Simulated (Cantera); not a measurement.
Adiabatic ignition

An adiabatic, constant-pressure homogeneous reactor starts with CH₃OH : O₂ : N₂ = 1 : 1.9 : 7.14 (molar parts), at 1773 K and 1.00 bar.

Cantera simulation using GRI-Mech 3.0 (53 species, 325 reactions); the numbers are that mechanism's predictions, not measurements. GRI-Mech 3.0 was tuned for natural gas; its chemistry of methanol as a main component is partial and can be far from experiment.

```
t (s)     T (K)  x CH₃OH    x O₂    x N₂O    x H₂O      x OH     x CO₂
--------  -----  -------  ------  -------  -------  --------  --------
6.00e-6    1774   0.0965   0.187  1.15e-8  0.00144   2.64e-5   6.24e-5
1.37e-5    1790   0.0864   0.181  6.41e-8  0.00773   8.72e-5  0.000159
3.11e-5    2057   0.0180   0.132  5.11e-7   0.0731  0.000776   0.00250
7.07e-5    2449   <1e-12  0.0551  1.86e-7    0.133    0.0279    0.0462
0.000161   2654   <1e-12  0.0516  3.73e-7    0.146    0.0272    0.0529
0.000366   2750   <1e-12  0.0491  5.85e-7    0.152    0.0259    0.0574
0.000834   2754   <1e-12  0.0477  6.14e-7    0.153    0.0254    0.0578
0.00190    2749   <1e-12  0.0457  6.51e-7    0.153    0.0249    0.0578
0.00432    2746   <1e-12  0.0441  6.99e-7    0.153    0.0244    0.0578
0.00983    2745   <1e-12  0.0438  7.11e-7    0.153    0.0243    0.0578
0.0224     2745   <1e-12  0.0438  7.11e-7    0.153    0.0243    0.0578
0.0509     2745   <1e-12  0.0438  7.11e-7    0.153    0.0243    0.0578
0.116      2745   <1e-12  0.0438  7.11e-7    0.153    0.0243    0.0578
0.264      2745   <1e-12  0.0438  7.11e-7    0.153    0.0243    0.0578
0.600      2745   <1e-12  0.0438  7.11e-7    0.153    0.0243    0.0578
```
x: mole fraction; the columns are a selection and need not sum to one.

```
Quantity                                                             Value
---------------------------------  ---------------------------------------
time of steepest temperature rise                                  33.7 µs
temperature at 0.600 s                                              2745 K
equilibrium temperature                                             2745 K
x(CH₃OH) at 0.600 s                  <1e-12 (gas-phase equilibrium <1e-12)
x(O₂) at 0.600 s                     0.0438 (gas-phase equilibrium 0.0438)
x(N₂O) at 0.600 s                  7.11e-7 (gas-phase equilibrium 7.11e-7)
```
